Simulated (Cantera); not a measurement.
Cantera run, input and output.

```python
import numpy as np
import cantera as ct

gas = ct.Solution("gri30.yaml")
gas.TPX = 1998, 2666, {'CH4': 1, 'N2': 10}
reactor = ct.IdealGasConstPressureReactor(gas, energy="off", clone=False)
net = ct.ReactorNet([reactor])
net.rtol, net.atol = 1e-08, 1e-18
show = ['CH4', 'HCN', 'CH2', 'C2H4', 'C2H6', 'CH3']
times = np.geomspace(1e-05, 2, 10)

steps = ct.SolutionArray(gas, extra=["t"])
rows = []
print(f"{'t/s':>10s}{'T/K':>9s}{'P/Pa':>11s}" + "".join(f"{s:>11s}" for s in show))
for t in times:
    while net.time < t:
        t_next = net.step()
        steps.append(gas.state, t=t_next)
    rows.append([np.interp(t, steps.t, y) for y in (steps.T, steps.P, *steps(*show).X.T)])
    print(f"{t:10.3e}{rows[-1][0]:9.1f}{rows[-1][1]:11.4g}" + "".join(f"{x:11.3e}" for x in rows[-1][2:]))
rate = np.gradient(steps.T, steps.t)
print("integrator steps:", len(steps.t))
if steps.T.max() > steps.T[0] + 200:
    print(f"time of steepest temperature rise: {steps.t[rate.argmax()]:.4e} s")
gas.TPX = 1998, 2666, {'CH4': 1, 'N2': 10}
gas.equilibrate("TP")
print(f"equilibrium (TP): T = {gas.T:.1f} K  " + "  ".join(f"{s} {gas[s].X[0]:.3e}" for s in show))
```

Output:

```
       t/s      T/K       P/Pa        CH4        HCN        CH2       C2H4       C2H6        CH3
 1.000e-05   1998.0       2666  9.089e-02  4.005e-14  2.819e-10  4.008e-11  6.586e-12  1.849e-05
 3.882e-05   1998.0       2666  9.082e-02  9.755e-13  8.247e-09  6.968e-09  5.766e-10  8.915e-05
 1.507e-04   1998.0       2666  9.052e-02  2.274e-11  1.190e-07  8.502e-07  2.943e-08  3.706e-04
 5.848e-04   1998.0       2666  8.926e-02  8.803e-10  1.379e-06  5.948e-05  7.470e-07  1.439e-03
 2.270e-03   1998.0       2666  7.885e-02  9.776e-08  1.189e-05  2.377e-03  9.722e-06  4.700e-03
 8.811e-03   1998.0       2666  2.709e-02  6.498e-06  1.810e-05  1.580e-03  6.410e-06  3.330e-03
 3.420e-02   1998.0       2666  4.001e-03  3.509e-05  7.918e-06  5.070e-05  2.956e-07  7.375e-04
 1.327e-01   1998.0       2666  2.950e-04  1.051e-04  1.999e-06  1.714e-06  3.851e-09  9.581e-05
 5.153e-01   1998.0       2666  1.140e-05  1.885e-04  1.872e-07  9.509e-07  1.085e-11  5.715e-06
 2.000e+00   1998.0       2666  8.670e-07  2.070e-04  1.757e-08  9.213e-07  4.024e-13  4.816e-07
integrator steps: 1498
equilibrium (TP): T = 1998.0 K  CH4 1.805e-06  HCN 6.244e-02  CH2 3.660e-08  C2H4 2.300e-07  C2H6 3.845e-13  CH3 1.003e-06
```

Model: GRI-Mech 3.0 (53 species, 325 reactions), integrated in Cantera. GRI-Mech 3.0 stops at C3 and has no aromatics, soot or wall deposition, so with more carbon than oxygen in the feed, carbon stays in small species such as C2H2 where larger ones or solid carbon would form. Radical loss at walls, strong at low pressure, is not modelled.
